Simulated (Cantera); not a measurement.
Input (Python, Cantera) and output of one run.

```python
import numpy as np
import cantera as ct

gas_names = [...]  # 110 gases of nasa_gas.yaml made of C, H, O
cond_names = """
    C(gr) C6H6(L) C7H8(L) C8H18(L),n-octa H2O(s) H2O(L)
""".split()


# ... load() reads the species with a 1 bar reference pressure and builds the phases ...
atoms = {
    'toluene': {'C': 7, 'H': 8},
    'H2O': {'H': 2, 'O': 1},
}
top_T = {'C(gr)': 4500}  # K; cautious upper limits of use, not melting points


# ... equilibrate(T, P, feed) seeds the gas with the atoms and calls Mixture.equilibrate('TP', solver="vcs", rtol=1e-11, max_steps=5000) ...
results = []
feed = {'toluene': 1, 'H2O': 0.43}  # mol
P = 190  # Pa
for T in [2423, 2473, 2523, 2573, 2623, 2673, 2723, 2773, 2823, 2873, 2923, 2973, 3023]:
    mix = equilibrate(T, P, feed)
    results.append((T, P, feed, dict(zip(mix.species_names, mix.species_moles))))
    x = sorted(zip(gas.X, gas.species_names), reverse=True)
    print(f"T = {T:g} K  P = {P:g} Pa  gas = {mix.phase_moles(0):.4g} mol")
    print("   x: " + "  ".join(f"{s} {v:.3e}" for v, s in x if v > 1e-06))
    print("   condensed (mol): " + ("  ".join(f"{mix.phase(i).name} {mix.phase_moles(i):.4g}"
          for i in range(1, mix.n_phases) if mix.phase_moles(i) > 1e-12) or "none"))
```

It prints:

```
T = 2423 K  P = 190 Pa  gas = 5.774 mol
   x: H2 6.043e-01  H 3.162e-01  CO 7.447e-02  C2H2,acetylene 4.676e-03  C2H 1.484e-04  C3 7.590e-05  C 2.938e-05  C4H2 1.490e-05  C2 6.893e-06  C2H2,vinylidene 2.785e-06  CH 1.456e-06  CH2 1.200e-06  CH3 1.134e-06
   condensed (mol): C(gr) 6.512
T = 2473 K  P = 190 Pa  gas = 5.994 mol
   x: H2 5.449e-01  H 3.776e-01  CO 7.174e-02  C2H2,acetylene 5.254e-03  C2H 2.467e-04  C3 1.711e-04  C 6.019e-05  C4H2 2.090e-05  C2 1.568e-05  C2H2,vinylidene 3.733e-06  CH 2.501e-06  CH2 1.579e-06  CH3 1.109e-06
   condensed (mol): C(gr) 6.5
T = 2523 K  P = 190 Pa  gas = 6.247 mol
   x: H2 4.819e-01  H 4.426e-01  CO 6.883e-02  C2H2,acetylene 5.738e-03  C2H 3.972e-04  C3 3.729e-04  C 1.198e-04  C2 3.451e-05  C4H2 2.824e-05  C2H2,vinylidene 4.831e-06  CH 4.155e-06  CH2 2.008e-06  C5 1.226e-06  CH3 1.048e-06
   condensed (mol): C(gr) 6.484
T = 2573 K  P = 190 Pa  gas = 6.532 mol
   x: H 5.090e-01  H2 4.173e-01  CO 6.583e-02  C2H2,acetylene 6.085e-03  C3 7.879e-04  C2H 6.195e-04  C 2.322e-04  C2 7.361e-05  C4H2 3.674e-05  CH 6.680e-06  C2H2,vinylidene 6.028e-06  C5 3.194e-06  CH2 2.464e-06
   condensed (mol): C(gr) 6.463
T = 2623 K  P = 190 Pa  gas = 6.844 mol
   x: H 5.744e-01  H2 3.533e-01  CO 6.283e-02  C2H2,acetylene 6.261e-03  C3 1.616e-03  C2H 9.365e-04  C 4.386e-04  C2 1.525e-04  C4H2 4.601e-05  CH 1.040e-05  C5 8.016e-06  C2H2,vinylidene 7.250e-06  CH2 2.917e-06  C4 1.610e-06
   condensed (mol): C(gr) 6.431
T = 2673 K  P = 190 Pa  gas = 7.178 mol
   x: H 6.357e-01  H2 2.923e-01  CO 5.991e-02  C2H2,acetylene 6.247e-03  C3 3.225e-03  C2H 1.373e-03  C 8.089e-04  C2 3.072e-04  C4H2 5.543e-05  C5 1.942e-05  CH 1.569e-05  C2H2,vinylidene 8.404e-06  C4 3.847e-06  CH2 3.331e-06
   condensed (mol): C(gr) 6.378
T = 2723 K  P = 190 Pa  gas = 7.53 mol
   x: H 6.904e-01  H2 2.361e-01  CO 5.711e-02  C3 6.268e-03  C2H2,acetylene 6.043e-03  C2H 1.954e-03  C 1.458e-03  C2 6.028e-04  C4H2 6.429e-05  C5 4.551e-05  CH 2.295e-05  C2H2,vinylidene 9.390e-06  C4 8.901e-06  CH2 3.669e-06
   condensed (mol): C(gr) 6.284
T = 2773 K  P = 190 Pa  gas = 7.9 mol
   x: H 7.354e-01  H2 1.859e-01  CO 5.443e-02  C3 1.188e-02  C2H2,acetylene 5.663e-03  C2H 2.701e-03  C 2.574e-03  C2 1.154e-03  C5 1.033e-04  C4H2 7.175e-05  CH 3.258e-05  C4 1.997e-05  C2H2,vinylidene 1.011e-05  CH2 3.897e-06
   condensed (mol): C(gr) 6.11
T = 2823 K  P = 190 Pa  gas = 8.303 mol
   x: H 7.679e-01  H2 1.425e-01  CO 5.179e-02  C3 2.200e-02  C2H2,acetylene 5.132e-03  C 4.451e-03  C2H 3.624e-03  C2 2.158e-03  C5 2.278e-04  C4H2 7.694e-05  CH 4.485e-05  C4 4.352e-05  C2H2,vinylidene 1.047e-05  CH2 3.985e-06  C6H2 1.219e-06
   condensed (mol): C(gr) 5.79
T = 2873 K  P = 190 Pa  gas = 8.778 mol
   x: H 7.840e-01  H2 1.057e-01  CO 4.899e-02  C3 3.985e-02  C 7.550e-03  C2H 4.712e-03  C2H2,acetylene 4.474e-03  C2 3.947e-03  C5 4.880e-04  C4 9.227e-05  C4H2 7.888e-05  CH 5.980e-05  C2H2,vinylidene 1.038e-05  CH2 3.902e-06  C6H2 1.472e-06
   condensed (mol): C(gr) 5.196
T = 2923 K  P = 190 Pa  gas = 9.41 mol
   x: H 7.781e-01  H2 7.495e-02  C3 7.065e-02  CO 4.570e-02  C 1.257e-02  C2 7.069e-03  C2H 5.903e-03  C2H2,acetylene 3.706e-03  C5 1.018e-03  C4 1.906e-04  CH 7.676e-05  C4H2 7.641e-05  C2H2,vinylidene 9.736e-06  CH2 3.617e-06  C6H2 1.669e-06
   condensed (mol): C(gr) 4.084
T = 2973 K  P = 190 Pa  gas = 10.39 mol
   x: H 7.409e-01  C3 1.228e-01  H2 4.945e-02  CO 4.139e-02  C 2.058e-02  C2 1.241e-02  C2H 7.038e-03  C2H2,acetylene 2.842e-03  C5 2.069e-03  C4 3.839e-04  CH 9.371e-05  C4H2 6.814e-05  C2H2,vinylidene 8.415e-06  CH2 3.091e-06  C6H2 1.732e-06
   condensed (mol): C(gr) 1.938
T = 3023 K  P = 190 Pa  gas = 11.29 mol
   x: H 7.075e-01  C3 1.608e-01  CO 3.809e-02  H2 3.316e-02  C 3.035e-02  C2 1.792e-02  C2H 7.002e-03  C5 2.644e-03  C2H2,acetylene 1.848e-03  C4 5.311e-04  CH 1.042e-04  C4H2 4.298e-05  C2H2,vinylidene 6.141e-06  CH2 2.437e-06  C6H2 1.061e-06
   condensed (mol): none
```

Method: chemical equilibrium by Gibbs-energy minimisation in Cantera with the NASA 1993 tables (ideal gas, pure condensed phases).
